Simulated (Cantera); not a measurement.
Cantera run:

```python
import numpy as np
import cantera as ct

gas_names = """
    C CN CO CO2 C2 CCN CNC C2N2 C2O C3 C3O2 C4 C4N2 C5 N NCO NO NO2 NO3 N2 N2O O O2 O3 Si SiC SiC2 SiN
    SiO SiO2 Si2 Si2C Si2N Si3
""".split()
cond_names = """
    C(gr) Si(cr) Si(L) SiC(b) SiO2(Lqz) SiO2(hqz) SiO2(L) Si2N2O(s) Si3N4(a)
""".split()


# ... load() reads the species with a 1 bar reference pressure and builds the phases ...
atoms = {
    'SiO2': {'Si': 1, 'O': 2},
    'C': {'C': 1},
    'N2': {'N': 2},
}
top_T = {'C(gr)': 4500, 'SiC(b)': 3050, 'Si2N2O(s)': 2100, 'Si3N4(a)': 2400}  # K; cautious upper limits of use, not melting points


# ... equilibrate(T, P, feed) seeds the gas with the atoms and calls Mixture.equilibrate('TP', solver="vcs", rtol=1e-11, max_steps=5000) ...
results = []
feed = {'SiO2': 1, 'C': 0.41, 'N2': 0.068}  # mol
T = 1725  # K
P = 1333.22  # Pa
mix = equilibrate(T, P, feed)
results.append((T, P, feed, dict(zip(mix.species_names, mix.species_moles))))
print(gas.report(threshold=0.001))
for i in range(1, mix.n_phases):
    print(f"{mix.phase(i).name:16s} {mix.phase_moles(i):12.5e} mol")
```

It prints:

```
       temperature   1725 K
          pressure   1333.2 Pa
           density   0.0031926 kg/m^3
  mean mol. weight   34.345 kg/kmol
   phase of matter   gas

                          1 kg             1 kmol
                     ---------------   ---------------
          enthalpy       -1.5889e+06       -5.4573e+07  J
   internal energy       -2.0065e+06       -6.8915e+07  J
           entropy            8814.8        3.0275e+05  J/K
    Gibbs function       -1.6794e+07       -5.7681e+08  J
 heat capacity c_p            1055.3             36246  J/K
 heat capacity c_v            813.26             27932  J/K

                      mass frac. Y      mole frac. X     chem. pot. / RT
                     ---------------   ---------------   ---------------
                CO           0.46481           0.56994           -39.796
                N2          0.029296          0.035917           -34.097
               SiO           0.50587           0.39412           -41.384
     [  +31 minor]        2.4825e-05        2.1894e-05

C(gr)             0.00000e+00 mol
Si(L)             0.00000e+00 mol
SiC(b)            0.00000e+00 mol
SiO2(L)           6.32157e-01 mol
Si2N2O(s)         4.21626e-02 mol
Si3N4(a)          0.00000e+00 mol
```

Cantera equilibrium calculation (NASA polynomials, part measured and part estimated; ideal gas, pure solids and liquids). Mutual solubility and eutectic melting of coexisting phases are not modelled. The tables hold silica as quartz up to 1696 K and as liquid above; real silica turns to tridymite and cristobalite and melts near 1996 K.
